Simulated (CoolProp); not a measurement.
Vapour-liquid equilibrium of methanol (1) + benzene (2) at 190.85 °C; x and y are mole fractions of (1).

Model: multi-fluid Helmholtz-energy mixture model, de Reuck 1993 and Thol 2012; pair parameters Bell 2016, in CoolProp.

| x | bubble pressure (MPa) | y at the bubble point | dew pressure at overall composition x (MPa) | liquid density (mol/L) |
|---|---|---|---|---|
| 0.05 | 1.558 | 0.193 | 1.308 | 8.755 |
| 0.125 | 1.929 | 0.350 | 1.430 | 9.004 |
| 0.2 | 2.209 | 0.442 | 1.572 | 9.283 |
| 0.275 | 2.427 | 0.506 | 1.736 | 9.601 |
| 0.35 | 2.603 | 0.556 | 1.928 | 9.969 |
| 0.425 | 2.750 | 0.599 | 2.153 | 10.40 |
| 0.5 | ? | ? | 2.406 | 10.91 |
| 0.575 | 2.992 | 0.683 | 2.669 | 11.52 |
| 0.65 | 3.093 | 0.728 | ? | 12.24 |
| 0.725 | 3.181 | 0.777 | 3.087 | 13.10 |
| 0.8 | ? | 0.830 | 3.215 | 14.12 |
| 0.875 | 3.313 | 0.890 | 3.301 | 15.33 |
| 0.95 | 3.357 | 0.954 | 3.355 | 16.75 |

Problem. Complete the blanks.

Solution. 
- 0.5, bubble pressure (MPa): 2.878
- 0.5, y at the bubble point: 0.641
- 0.65, dew pressure at overall composition x (MPa): 2.905
- 0.8, bubble pressure (MPa): 3.255

No azeotrope shows between x = 0.05 and 0.95.

The pair parameters rest on a limited set of measurements; away from them the model extrapolates.
